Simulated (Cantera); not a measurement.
A perfectly stirred reactor is fed with 5.86 % NO, 93.7 % N₂, 0.410 % H₂O, at 1.01 bar; it is held at 2050 K, and followed from long to short residence time.

Detailed kinetics in Cantera: GRI-Mech 3.0 (53 species, 325 reactions).

x: mole fraction; the columns are a selection and need not sum to one.

```tsv
τ (s)	x NO	x N₂O	x O	x O₂	x N₂	x NO₂
28	0.00631	2.27e-7	0.000157	0.0260	0.963	3.54e-6
5.1	0.0158	3.02e-7	0.000142	0.0213	0.959	8.02e-6
0.94	…	…	…	…	0.947	…
0.17	0.0542	1.38e-6	4.66e-5	0.00215	0.939	8.90e-6
0.031	0.0578	1.51e-6	2.09e-5	0.000408	0.938	4.25e-6
0.0058	0.0584	1.50e-6	1.00e-5	9.93e-5	0.937	2.45e-6
0.0011	0.0586	…	…	…	0.937	…
```

Problem. Fill in the missing entries.

Solution. 
- 0.94, x NO: 0.0382
- 0.94, x N₂O: 7.95e-7
- 0.94, x O: 9.86e-5
- 0.94, x O₂: 0.0101
- 0.94, x NO₂: 1.34e-5
- 0.0011, x N₂O: 1.32e-6
- 0.0011, x O: 3.79e-6
- 0.0011, x O₂: 1.01e-5
- 0.0011, x NO₂: 1.56e-6
